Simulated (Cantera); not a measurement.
# Equilibrium for fluorocarbon and chlorocarbon gases: CH3F + CH4 + H2

Input: 1 mol CH3F, 0.0075 mol CH4, 0.091 mol H2, held at 24.0 Torr.

Method: chemical equilibrium by Gibbs-energy minimisation in Cantera with the NASA 1993 tables (ideal gas, pure condensed phases). Candidate condensed phases: C, C6H6, C7H8, C8H18; 95 gas species. The numbers say what is thermodynamically allowed, not how fast it happens.

| T (K) | log p H2 | log p HF | log p H | log p C2H2 (acetylene) | log p CH4 | log p F | n C(graphite) |
|---|---|---|---|---|---|---|---|
| 1125 | -1.77 | -1.82 | -8.24 | -9.41 | -5.09 | <-13 | 1.01 |
| 1225 | -1.77 | -1.82 | -7.39 | -8.56 | -5.43 | -13.05 | 1.01 |
| 1325 | -1.77 | -1.82 | -6.67 | -7.84 | -5.72 | -11.90 | 1.01 |
| 1425 | -1.77 | -1.82 | -6.05 | -7.23 | -5.97 | -10.91 | 1.01 |
| 1525 | -1.77 | -1.82 | -5.51 | -6.69 | -6.19 | -10.04 | 1.01 |
| 1625 | -1.77 | -1.82 | -5.04 | -6.22 | -6.38 | -9.28 | 1.01 |
| 1725 | -1.78 | -1.82 | -4.62 | -5.81 | -6.55 | -8.61 | 1.01 |
| 1825 | -1.78 | -1.82 | -4.24 | -5.44 | -6.70 | -8.01 | 1.01 |
| 1925 | -1.78 | -1.82 | -3.91 | -5.12 | -6.84 | -7.47 | 1.01 |
| 2025 | -1.78 | -1.82 | -3.61 | -4.82 | -6.96 | -6.99 | 1.01 |
| 2125 | -1.78 | -1.82 | -3.33 | -4.56 | -7.08 | -6.55 | 1.00 |
| 2225 | -1.79 | -1.82 | -3.08 | -4.32 | -7.19 | -6.15 | 1.00 |
| 2325 | -1.80 | -1.83 | -2.86 | -4.12 | -7.30 | -5.78 | 0.997 |
| 2425 | -1.82 | -1.83 | -2.66 | -3.93 | -7.42 | -5.44 | 0.991 |
log p: log10 of the partial pressure in bar; n: condensed amount in mol.

From 1125 K to 2425 K the condensed part is C(graphite). The main C-bearing gas is CH4 at 1125 K and C2H2 (acetylene) at 2425 K.
